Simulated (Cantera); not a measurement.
An isothermal, constant-pressure homogeneous reactor starts with CH4 : H2 : N2 = 0.025 : 1 : 0.09 (molar parts), at 2375 K and 0.130 bar.

Cantera simulation using GRI-Mech 3.0 (53 species, 325 reactions); the numbers are that mechanism's predictions, not measurements. GRI-Mech 3.0 stops at C3 and has no aromatics, soot or wall deposition, so with more carbon than oxygen in the feed, carbon stays in small species such as C2H2 where larger ones or solid carbon would form.

x: mole fraction; the columns are a selection and need not sum to one.

```
t (s)        x CH4   x H2    x C2H4    x CH2    x C2H2      x H    x C2H6
--------  --------  -----  --------  -------  --------  -------  --------
9.00e-5     0.0191  0.891   6.15e-5  2.66e-5  0.000130  0.00687   1.71e-6
0.000277    0.0125  0.886  0.000103  8.08e-5   0.00264   0.0155   1.98e-6
0.000852   0.00359  0.886   1.82e-5  5.33e-5   0.00822   0.0217   2.31e-7
0.00262   0.000638  0.884   2.57e-6  1.64e-5    0.0103   0.0270   8.89e-9
0.00807   0.000118  0.880   1.62e-6  4.37e-6    0.0106   0.0319  3.52e-10
0.0248     3.06e-5  0.876   1.44e-6  1.46e-6    0.0107   0.0358  2.87e-11
0.0765     2.23e-5  0.875   1.40e-6  1.13e-6    0.0107   0.0369  1.66e-11
0.235      2.23e-5  0.875   1.39e-6  1.13e-6    0.0106   0.0369  1.66e-11
0.724      2.24e-5  0.875   1.37e-6  1.13e-6    0.0105   0.0369  1.67e-11
2.23       2.25e-5  0.875   1.32e-6  1.14e-6    0.0101   0.0369  1.67e-11
6.86       2.21e-5  0.875   1.21e-6  1.12e-6   0.00919   0.0369  1.61e-11
21.1       2.07e-5  0.875   1.00e-6  1.05e-6   0.00762   0.0369  1.40e-11
65.0       1.82e-5  0.875   7.32e-7  9.19e-7   0.00557   0.0369  1.07e-11
200              ?  0.875         ?        ?         ?   0.0369  8.29e-12
```

Complete the blanks.


- 200, x CH4: 1.60e-5
- 200, x C2H4: 5.51e-7
- 200, x CH2: 8.11e-7
- 200, x C2H2: 0.00420
